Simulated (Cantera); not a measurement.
# N2O furnace oxynitridation

A perfectly stirred reactor is fed with N2O : H2O = 1 : 0.043 (molar parts), at 40000 Pa; it is held at 1275 K, and followed from long to short residence time.

Computed with Cantera and GRI-Mech 3.0 (53 species, 325 reactions). GRI-Mech 3.0 was tuned for natural gas; its chemistry of N2O as a main component is partial and can be far from experiment. The mechanism lacks the step 2 NO + O2 → 2 NO2, which can matter for NO2 below about 1400 K. The temperature is held fixed by assumption; the heat of reaction is taken as removed at once.

```csv
τ (s),x N2O,x H2O,x NO2,x NO,x H2O2,x O,x O2
3.0,0.189,0.0305,0.000402,0.0487,1.28e-8,3.68e-6,0.235
0.96,0.395,0.0334,0.000540,0.0396,1.63e-8,4.49e-6,0.170
0.31,0.645,0.0368,0.000654,0.0229,1.93e-8,5.01e-6,0.0940
0.099,0.827,0.0394,0.000621,0.00968,2.30e-8,5.34e-6,0.0393
0.032,0.911,0.0405,0.000423,0.00344,3.42e-8,5.62e-6,0.0141
0.010,0.943,0.0410,0.000188,0.00111,6.31e-8,5.86e-6,0.00453
0.0033,0.954,0.0411,5.41e-5,0.000389,1.00e-7,5.97e-6,0.00150
```
x: mole fraction; the columns are a selection and need not sum to one.
